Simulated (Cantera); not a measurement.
Gas mixture: 100 % O2, at 35.0 Pa, frozen composition.

Cantera's kinetic-theory transport with the Lennard-Jones parameters of GRI-Mech 3.0, ideal gas; thermal conductivity in the mixture-averaged form.

D: mixture-averaged diffusion coefficient of that species in the mixture.

```csv
T (K),ρ (kg/m³),cp (J/kg/K),μ (µPa s),λ (mW/m/K),Pr,D (cm²/s) C2H2,D (cm²/s) NH3,D (cm²/s) CO2
400,0.000337,941.4,25.6,33.9,0.713,811,1120,(withheld)
550,0.000245,987.2,32.1,44.7,0.709,1420,2010,(withheld)
700,0.000192,1031,37.8,55.0,0.709,2150,3100,(withheld)
850,0.000158,1065,43.0,64.6,0.710,3000,4360,(withheld)
1000,0.000135,1090,47.9,73.6,0.710,3950,5780,(withheld)
1150,0.000117,1109,52.5,82.2,0.708,4990,7350,(withheld)
1300,0.000104,1125,56.9,90.4,0.708,6130,9060,(withheld)
1450,9.29e-5,1139,61.0,98.3,0.707,7360,10900,(withheld)
```

Problem. Fill in the missing entries.

Solution. 
- 400, D (cm²/s) CO2: 764
- 550, D (cm²/s) CO2: 1340
- 700, D (cm²/s) CO2: 2040
- 850, D (cm²/s) CO2: 2850
- 1000, D (cm²/s) CO2: 3750
- 1150, D (cm²/s) CO2: 4750
- 1300, D (cm²/s) CO2: 5830
- 1450, D (cm²/s) CO2: 7000
